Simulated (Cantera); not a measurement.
An adiabatic, constant-pressure homogeneous reactor starts with C3H8 : O2 : N2 = 1 : 6.58 : 24.7 (molar parts), equivalence ratio 0.76, at 1100 K and 2700000 Pa. Integrator tolerance rtol = 1e-08.

Detailed kinetics in Cantera: GRI-Mech 3.0 (53 species, 325 reactions). GRI-Mech 3.0 was tuned for natural gas; its chemistry of propane as a main component is partial and can be far from experiment. The pressure lies above the range GRI-Mech 3.0 was tuned for (to about 10 atm).

What does this change do: 0.78 parts H2 added?


```tsv
quantity	before	after
time of steepest temperature rise	3.90 ms	0.800 ms
temperature at 0.200 s	2569 K	2649 K
equilibrium temperature	2569 K	2649 K
x(C3H8) at 0.200 s	<1e-12 (gas-phase equilibrium <1e-12)	<1e-12 (gas-phase equilibrium <1e-12)
x(O2) at 0.200 s	0.0424 (gas-phase equilibrium 0.0424)	0.0317 (gas-phase equilibrium 0.0317)
x(HO2) at 0.200 s	1.26e-5 (gas-phase equilibrium 1.26e-5)	1.32e-5 (gas-phase equilibrium 1.32e-5)
x(NO2) at 0.200 s	2.17e-5 (gas-phase equilibrium 2.17e-5)	1.70e-5 (gas-phase equilibrium 1.70e-5)
x(NO) at 0.200 s	0.0112 (gas-phase equilibrium 0.0112)	0.0110 (gas-phase equilibrium 0.0110)
x(CH2) at 0.200 s	<1e-12 (gas-phase equilibrium <1e-12)	<1e-12 (gas-phase equilibrium <1e-12)
x(H2O2) at 0.200 s	1.01e-6 (gas-phase equilibrium 1.01e-6)	1.20e-6 (gas-phase equilibrium 1.20e-6)
```
